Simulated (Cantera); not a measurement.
Source: NASA polynomial tables (part measured, part estimated), evaluated in Cantera. Values are per mole of reaction as written; species without (g) are pure solids or liquids, kept so even where they would boil at 1 bar.

Sr(OH)2 → Sr + 2 OH(g)

| T (K) | ΔH° (kJ) | ΔS° (J/K) | ΔG° (kJ) | log10 K | condensed phases |
|---|---|---|---|---|---|
| 300 | ? | ? | ? | ? | Sr(OH)2(s), Sr(s) |
| 773 | 1038.9 | 312.3 | 797.4 | -53.89 | Sr(OH)2(s), Sr(s) |
| 873 | 1012.1 | 278.5 | 769.0 | -46.01 | Sr(OH)2(l), Sr(s) |
| 973 | ? | ? | ? | ? | Sr(OH)2(l), Sr(s) |
| 1073 | 1007.1 | 272.8 | 714.4 | -34.78 | Sr(OH)2(l), Sr(l) |
| 1173 | ? | ? | ? | ? | Sr(OH)2(l), Sr(l) |
| 1273 | 995.6 | 262.9 | 660.9 | -27.12 | Sr(OH)2(l), Sr(l) |

What belongs in the gaps?


- 300, ΔH° (kJ): 1047.6
- 300, ΔS° (J/K): 325.5
- 300, ΔG° (kJ): 950.0
- 300, log10 K: -165.40
- 973, ΔH° (kJ): 1005.4
- 973, ΔS° (J/K): 271.3
- 973, ΔG° (kJ): 741.5
- 973, log10 K: -39.80
- 1173, ΔH° (kJ): 1001.3
- 1173, ΔS° (J/K): 267.6
- 1173, ΔG° (kJ): 687.4
- 1173, log10 K: -30.61
